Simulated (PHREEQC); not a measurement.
# Ultrapure water in contact with air or piping: speciation

Synthetic water in mg/L, 30 °C, pH 5.85, pe 12.5:

```
constituent                  mg/L
-----------------------  --------
Na                          0.166
K                            0.22
Ca                          0.146
Mg                          0.182
Cl                          0.581
S(6) as SO4                 0.541
Alkalinity as HCO3          0.416
O(0) (dissolved oxygen)  0.000131
```

Cl is adjusted to close the charge balance.
Valence states are taken as typed.

Computed with PHREEQC (ion-association model, phreeqc.dat).

| Item | Value |
|---|---|
| ionic strength | 5.32e-5 mol/kgw |

```tsv
species	molality	activity	log γ
CO2	2.45e-5	2.45e-5	0.000
Cl-	1.70e-5	1.69e-5	-0.004
HCO3-	8.23e-6	8.16e-6	-0.004
Mg+2	7.47e-6	7.22e-6	-0.015
Na+	7.22e-6	7.16e-6	-0.004
K+	5.63e-6	5.58e-6	-0.004
SO4-2	5.62e-6	5.43e-6	-0.015
Ca+2	3.64e-6	3.52e-6	-0.015
H+	1.42e-6	1.41e-6	-0.004
OH-	1.05e-8	1.04e-8	-0.004
MgSO4	1.04e-8	1.04e-8	0.000
O2	4.09e-9	4.09e-9	0.000
CaSO4	3.52e-9	3.52e-9	0.000
```

No solid was allowed to form. Complexes and solids missing from the database can't appear.
